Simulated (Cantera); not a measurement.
What does this Cantera script print?

```python
import numpy as np
import cantera as ct

gas_names = """
    CL CL2 H HCL H2 Si SiCL SiCL2 SiCL3 SiCL4 SiH SiHCL3 SiH2 SiH2CL2 SiH3 SiH3CL SiH4 Si2 Si3
""".split()
cond_names = """
    Si(cr) Si(L)
""".split()


# ... load() reads the species with a 1 bar reference pressure and builds the phases ...
atoms = {
    'Si2Cl6': {'Si': 2, 'CL': 6},
    'Cl2': {'CL': 2},
    'H2': {'H': 2},
}
top_T = {}  # K; cautious upper limits of use, not melting points


# ... equilibrate(T, P, feed) seeds the gas with the atoms and calls Mixture.equilibrate('TP', solver="vcs", rtol=1e-11, max_steps=5000) ...
results = []
feed = {'Si2Cl6': 1, 'Cl2': 0.0052, 'H2': 28}  # mol
T = 1650  # K
P = 4200  # Pa
mix = equilibrate(T, P, feed)
results.append((T, P, feed, dict(zip(mix.species_names, mix.species_moles))))
x = sorted(zip(gas.X, gas.species_names), reverse=True)
print(f"T = {T:g} K  P = {P:g} Pa  gas = {mix.phase_moles(0):.4g} mol")
print("   x: " + "  ".join(f"{s} {v:.3e}" for v, s in x if v > 0.0001))
print("   condensed (mol): " + ("  ".join(f"{mix.phase(i).name} {mix.phase_moles(i):.4g}"
      for i in range(1, mix.n_phases) if mix.phase_moles(i) > 1e-12) or "none"))
```

Output:

```
T = 1650 K  P = 4200 Pa  gas = 30.99 mol
   x: H2 8.519e-01  HCL 1.025e-01  SiCL2 4.387e-02  SiCL3 1.038e-03  H 4.091e-04
   condensed (mol): Si(cr) 0.602
```

These are equilibrium values from Cantera (NASA tables, ideal gas, pure condensed phases), not measurements of a reactor. The feed counts by its element totals alone. The tables' values for SiCl3, SiCl are old estimates; treat these amounts as uncertain.
